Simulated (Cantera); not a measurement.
A Cantera script and what it prints.

```python
import numpy as np
import cantera as ct

gas_names = """
    H HO2 H2 H2O H2O2 O OH O2 O3 Ti TiO TiO2
""".split()
cond_names = """
    H2O(s) H2O(L) Ti(a) Ti(b) Ti(L) TiO(a) TiO(b) TiO(L) TiO2(ru) TiO2(L) Ti2O3(a) Ti2O3(b) Ti2O3(L)
    Ti3O5(a) Ti3O5(b) Ti3O5(L) Ti4O7(s) Ti4O7(L)
""".split()


# ... load() reads the species with a 1 bar reference pressure and builds the phases ...
atoms = {
    'Ti': {'Ti': 1},
    'H2O': {'H': 2, 'O': 1},
    'H2': {'H': 2},
}
top_T = {}  # K; cautious upper limits of use, not melting points


# ... equilibrate(T, P, feed) seeds the gas with the atoms and calls Mixture.equilibrate('TP', solver="vcs", rtol=1e-11, max_steps=5000) ...
results = []
feed = {'Ti': 1, 'H2O': 29, 'H2': 4.4}  # mol
P = 140  # Pa
for T in [1000, 1100, 1200, 1300, 1400, 1500, 1600, 1700, 1800, 1900]:
    mix = equilibrate(T, P, feed)
    results.append((T, P, feed, dict(zip(mix.species_names, mix.species_moles))))
    x = sorted(zip(gas.X, gas.species_names), reverse=True)
    print(f"T = {T:g} K  P = {P:g} Pa  gas = {mix.phase_moles(0):.4g} mol")
    print("   x: " + "  ".join(f"{s} {v:.3e}" for v, s in x if v > 1e-05))
    print("   condensed (mol): " + ("  ".join(f"{mix.phase(i).name} {mix.phase_moles(i):.4g}"
          for i in range(1, mix.n_phases) if mix.phase_moles(i) > 1e-12) or "none"))
```

Output:

```
T = 1000 K  P = 140 Pa  gas = 33.4 mol
   x: H2O 8.084e-01  H2 1.916e-01
   condensed (mol): TiO2(ru) 1
T = 1100 K  P = 140 Pa  gas = 33.4 mol
   x: H2O 8.084e-01  H2 1.916e-01
   condensed (mol): TiO2(ru) 1
T = 1200 K  P = 140 Pa  gas = 33.4 mol
   x: H2O 8.084e-01  H2 1.916e-01
   condensed (mol): TiO2(ru) 1
T = 1300 K  P = 140 Pa  gas = 33.4 mol
   x: H2O 8.084e-01  H2 1.916e-01  H 1.294e-05
   condensed (mol): TiO2(ru) 1
T = 1400 K  P = 140 Pa  gas = 33.4 mol
   x: H2O 8.084e-01  H2 1.916e-01  H 5.690e-05
   condensed (mol): TiO2(ru) 1
T = 1500 K  P = 140 Pa  gas = 33.4 mol
   x: H2O 8.083e-01  H2 1.915e-01  H 2.059e-04  OH 2.481e-05
   condensed (mol): TiO2(ru) 1
T = 1600 K  P = 140 Pa  gas = 33.41 mol
   x: H2O 8.080e-01  H2 1.913e-01  H 6.355e-04  OH 1.051e-04
   condensed (mol): TiO2(ru) 1
T = 1700 K  P = 140 Pa  gas = 33.44 mol
   x: H2O 8.071e-01  H2 1.908e-01  H 1.720e-03  OH 3.761e-04
   condensed (mol): TiO2(ru) 1
T = 1800 K  P = 140 Pa  gas = 33.49 mol
   x: H2O 8.049e-01  H2 1.897e-01  H 4.168e-03  OH 1.168e-03  O2 3.732e-05  O 1.987e-05
   condensed (mol): TiO2(ru) 0.9999
T = 1900 K  P = 140 Pa  gas = 33.62 mol
   x: H2O 7.993e-01  H2 1.879e-01  H 9.194e-03  OH 3.212e-03  O2 2.192e-04  O 1.181e-04  TiO2 2.252e-05
   condensed (mol): TiO2(ru) 0.9992
```

These are equilibrium values from Cantera (NASA tables, ideal gas, pure condensed phases), not measurements of a reactor.
